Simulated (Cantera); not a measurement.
Input (Python, Cantera) and output of one run.

```python
import numpy as np
import cantera as ct

gas_names = """
    C CH CH2 CH3 CH2OH CH3O CH4 CH3OH CO COS CO2 COOH CS CS2 C2 C2H CHCO,ketyl C2H2,acetylene
    C2H2,vinylidene CH2CO,ketene C2H3,vinyl CH3CO,acetyl C2H4 C2H4O,ethylen CH3CHO,ethanal CH3COOH
    (HCOOH)2 C2H5 C2H6 CH3OCH3 C2H5OH C2O C3 C3H3,propargyl C3H4,allene C3H4,propyne C3H4,cyclo-
    C3H5,allyl C3H6,propylene C3H6,cyclo- C3H6O C3H7,n-propyl C3H7,i-propyl C3H8 C3H8O,1propanol
    C3H8O,2propanol C3O2 C4 C4H2 C4H4,1,3-cyclo- C4H6,butadiene C4H6,2-butyne C4H6,cyclo- C4H8,1-butene
    C4H8,cis2-buten C4H8,tr2-butene C4H8,isobutene C4H8,cyclo- (CH3COOH)2 C4H9,n-butyl C4H9,i-butyl
    C4H9,s-butyl C4H9,t-butyl C4H10,isobutane C4H10,n-butane C5 C5H6,1,3cyclo- C5H8,cyclo-
    C5H10,1-pentene C5H10,cyclo- C5H11,pentyl C5H11,t-pentyl C5H12,n-pentane C5H12,i-pentane
    CH3C(CH3)2CH3 C6H2 C6H5,phenyl C6H5O,phenoxy C6H6 C6H5OH,phenol C6H10,cyclo- C6H12,1-hexene
    C6H12,cyclo- C6H13,n-hexyl C7H7,benzyl C7H8 C7H8O,cresol C7H14,1-heptene C7H15,n-heptyl
    C7H16,n-heptane C8H8,styrene C8H10,ethylbenz C8H16,1-octene C8H17,n-octyl C8H18,isooctane
    C8H18,n-octane C9H19,n-nonyl C10H8,naphthale C10H21,n-decyl C12H9,o-bipheny C12H10,bipheny Fe FeC5O5
    FeO Fe(OH)2 H HCO HO2 H2 HCHO,formaldehy HCOOH H2O H2O2 H2S H2SO4 O OH O2 O3 S SH SO SO2 SO3 S2 S2O
    S8
""".split()
cond_names = """
    C(gr) C6H6(L) C7H8(L) C8H18(L),n-octa Fe(a) Fe(c) Fe(d) Fe(L) FeC5O5(L) FeO(s) FeO(L) Fe(OH)2(s)
    Fe(OH)3(s) FeS(a) FeS(b) FeS(c) FeS(L) FeSO4(s) FeS2(s) Fe2O3(s) Fe2S3O12(s) Fe3O4(s) H2O(s) H2O(L)
    H2SO4(L) S(cr1) S(cr2) S(L)
""".split()


def load(file, names, dense=False):
    # The tables refer to 1 bar. Condensed volumes are neglected.
    table = {s.name: s for s in ct.Species.list_from_file(file)}
    out = []
    for n in names:
        d = dict(table[n].input_data)
        d["thermo"] = dict(d["thermo"], **{"reference-pressure": 1e5})
        if dense:
            d["equation-of-state"] = {"model": "constant-volume", "density": "1e6 g/cm^3"}
        out.append(ct.Species.from_dict(d))
    return out


gas = ct.Solution(thermo="ideal-gas", species=load("nasa_gas.yaml", gas_names))
cond = {s.name: ct.Solution(thermo="fixed-stoichiometry", species=[s], name=s.name)
        for s in load("nasa_condensed.yaml", cond_names, dense=True)}
atoms = {
    'Fe': {'Fe': 1},
    'SO2': {'S': 1, 'O': 2},
    'CO': {'C': 1, 'O': 1},
    'H2O': {'H': 2, 'O': 1},
}
top_T = {'C(gr)': 4500, 'FeSO4(s)': 950, 'FeS2(s)': 1010, 'Fe2O3(s)': 1830, 'Fe2S3O12(s)': 1100, 'Fe3O4(s)': 1870}  # K; cautious upper limits of use, not melting points


def equilibrate(T, P, feed):
    n = {}
    for name, mol in feed.items():
        for a, k in atoms[name].items():
            n[a] = n.get(a, 0.0) + k * mol
    gas.TPX = T, P, n
    mass = sum(n.values()) * gas.mean_molecular_weight
    gas.equilibrate("TP")
    valid = [c for c in cond.values() if c.min_temp <= T <= top_T.get(c.name, c.max_temp)]
    mix = ct.Mixture([(gas, mass / gas.mean_molecular_weight)] + [(c, 0.0) for c in valid])
    mix.T, mix.P = T, P
    mix.equilibrate("TP", solver="vcs", rtol=1e-11, max_steps=5000)
    return mix


results = []
feed = {'Fe': 1, 'SO2': 0.012, 'CO': 2.7, 'H2O': 7.8}  # mol
T = 1450  # K
P = 640000  # Pa
mix = equilibrate(T, P, feed)
results.append((T, P, feed, dict(zip(mix.species_names, mix.species_moles))))
x = sorted(zip(gas.X, gas.species_names), reverse=True)
print(f"T = {T:g} K  P = {P:g} Pa  gas = {mix.phase_moles(0):.4g} mol")
print("   x: " + "  ".join(f"{s} {v:.3e}" for v, s in x if v > 1e-05))
print("   condensed (mol): " + ("  ".join(f"{mix.phase(i).name} {mix.phase_moles(i):.4g}"
      for i in range(1, mix.n_phases) if mix.phase_moles(i) > 1e-12) or "none"))
```

Result:

```
T = 1450 K  P = 640000 Pa  gas = 10.5 mol
   x: H2O 5.216e-01  H2 2.201e-01  CO 1.288e-01  CO2 1.283e-01  H2S 1.117e-03  COS 2.153e-05
   condensed (mol): FeO(s) 0.9999
```

These are equilibrium values from Cantera (NASA tables, ideal gas, pure condensed phases), not measurements of a reactor. The tables' stoichiometric FeO is somewhat more stable than real wüstite, so its field is too wide. FeO: taken at fixed stoichiometry.
